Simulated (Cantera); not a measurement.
## Stirred combustor or abatement burner

A perfectly stirred reactor is fed with 4.50 % CH4, 18.4 % O2, 75.2 % N2, 1.98 % H2O, at 1.01 bar; it is adiabatic with a 350 K inlet, and is followed from long to short residence time, starting on the burning branch (τ in s: 0.18, 0.049, 0.014, 0.0037, 0.001, 0.00028, 7.7e-05, 2.1e-05, 5.8e-06).

Cantera simulation using GRI-Mech 3.0 (53 species, 325 reactions); the numbers are that mechanism's predictions, not measurements.

| τ (s) | T (K) | x CH4 | x O2 | x H2O | x HCO | x CO | x H | x CH2 |
|---|---|---|---|---|---|---|---|---|
| 0.18 | 1413 | 3.05e-5 | 0.0937 | 0.110 | 7.41e-9 | 0.000304 | 2.82e-6 | 1.51e-8 |
| 0.049 | 1407 | 7.35e-5 | 0.0940 | 0.109 | 2.88e-8 | 0.000779 | 9.86e-6 | 4.67e-8 |
| 0.014 | 1393 | 0.000181 | 0.0948 | 0.109 | 1.07e-7 | 0.00200 | 3.12e-5 | 1.30e-7 |
| 0.0037 | 350 | 0.0450 | 0.184 | 0.0198 | <1e-12 | <1e-12 | <1e-12 | <1e-12 |
| 0.0010 | 350 | 0.0450 | 0.184 | 0.0198 | <1e-12 | <1e-12 | <1e-12 | <1e-12 |
| 0.00028 | 350 | 0.0450 | 0.184 | 0.0198 | <1e-12 | <1e-12 | <1e-12 | <1e-12 |
| 7.7e-5 | 350 | 0.0450 | 0.184 | 0.0198 | <1e-12 | <1e-12 | <1e-12 | <1e-12 |
| 2.1e-5 | 350 | 0.0450 | 0.184 | 0.0198 | <1e-12 | <1e-12 | <1e-12 | <1e-12 |
| 5.8e-6 | 350 | 0.0450 | 0.184 | 0.0198 | <1e-12 | <1e-12 | <1e-12 | <1e-12 |
x: mole fraction; the columns are a selection and need not sum to one.
